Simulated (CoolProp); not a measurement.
Vapour-liquid equilibrium of benzene (1) + n-heptane (2) at 1.84 MPa; x and y are mole fractions of (1).

Computed with CoolProp (multi-fluid Helmholtz-energy mixture model, Thol 2012 and Span 2003; pair parameters Bell 2016).

Give the bubble temperature and the first vapour's composition at x = 0.2, 0.5, 0.575. Is there an azeotrope?

x = 0.2: 505.6 K, y = 0.243; x = 0.5: 496.6 K, y = 0.558; x = 0.575: 494.9 K, y = 0.628. No azeotrope shows between x = 0.05 and 0.95.

The pair parameters rest on a limited set of measurements; away from them the model extrapolates.
